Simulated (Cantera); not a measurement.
A perfectly stirred reactor is fed with 17.8 % CO, 1.32 % H2, 0.622 % CH4, 16.8 % O2, 63.4 % N2, equivalence ratio 0.64, at 9.87 atm; it is adiabatic with a 725 K inlet, and is followed from long to short residence time, starting on the burning branch (τ in s: 0.092, 0.041, 0.018, 0.0078, 0.0034, 0.0015, 0.00066, 0.00029, 0.00013, 5.6e-05).

Detailed kinetics in Cantera: GRI-Mech 3.0 (53 species, 325 reactions).

One state of this run: T (K) = 2243; x CO = 0.0131; x H2 = 0.000269; x CH4 = 3.21e-6; x O2 = 0.0714; x OH = 0.00291; x HCO = 3.52e-8. x: mole fraction; the columns are a selection and need not sum to one.

Problem. Which value of τ (s) does it belong to?
(A) 0.041
(B) 0.00029
(C) 0.0034
(D) 0.00066

Solution. D, 0.00066
